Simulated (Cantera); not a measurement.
Metals in furnace atmospheres: Pb + CO + H2

Feed: 1 mol Pb, 4.9 mol CO, 3.3 mol H2, at 0.000510 bar.

Cantera equilibrium calculation (NASA polynomials, part measured and part estimated; ideal gas, pure solids and liquids). Candidate condensed phases: C, C6H6, C7H8, C8H18, H2O, Pb, PbO, PbO2, Pb3O4; 113 gas species. Kinetics and transport are ignored.

From 700 K to 1000 K the condensed part is C(graphite) + Pb(l). At 1050 K the condensed part is Pb(l). From 1100 K to 1150 K nothing is condensed. The main Pb-bearing gas is Pb throughout.

```
T (K)  log p CO  log p H2  log p CO2  log p Pb  log p H2O  log p CH4  log p H  log p Pb2  n C(graphite)  n Pb(l)
-----  --------  --------  ---------  --------  ---------  ---------  -------  ---------  -------------  -------
700       -3.80     -3.63      -4.00     -8.95      -4.80      -6.33     <-15       <-15           1.52    1.000
750       -3.60     -3.66      -4.45     -8.02      -5.30      -6.83   -14.33       <-15          0.602    1.000
800       -3.53     -3.68      -5.07     -7.21      -5.85      -7.24   -13.38     -14.35          0.155    0.999
850       -3.52     -3.69      -5.71     -6.50      -6.36      -7.58   -12.53     -13.15         0.0380    0.995
900       -3.52     -3.69      -6.29     -5.86      -6.82      -7.88   -11.78     -12.09         0.0105    0.978
950       -3.52     -3.69      -6.82     -5.30      -7.24      -8.16   -11.10     -11.14        0.00329    0.918
1000      -3.53     -3.70      -7.31     -4.79      -7.64      -8.42   -10.49     -10.29        0.00114    0.731
1050      -3.56     -3.73      -7.79     -4.33      -8.03      -8.70    -9.96      -9.53              0    0.177
1100      -3.57     -3.74      -8.19     -4.26      -8.35      -8.92    -9.46      -9.51              0        0
1150      -3.57     -3.74      -8.54     -4.26      -8.63      -9.11    -9.00      -9.63              0        0
```
log p: log10 of the partial pressure in bar; n: condensed amount in mol.
